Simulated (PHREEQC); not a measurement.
Solution (25 °C): 0.1 mol/kgw HF, 3.3e-05 mol/kgw KF, 0.014 mol/kgw H2SiF6 and 1.8e-05 mol/kgw HCl. Closed to the air; pH follows from the charge balance.

Equilibrium calculation in PHREEQC: ion-association model, wateq4f.dat.

This is a speciation only: nothing precipitates in the calculation.

Problem. Order these F species by the share of F that they hold, largest first: SiF6-2, HF, HF2-, H2F2, F-.

Solution. SiF6-2 (46 %), HF (38 %), H2F2 (14 %), F- (1.2 %), HF2- (0.65 %)

The pH is 1.58 and the ionic strength 0.0448 mol/kgw. wateq4f.dat counts part of the HF as a dimer, H2F2, which phreeqc.dat doesn't know; its constant is uncertain. SiF6-2 is the database's only silicon fluoride.
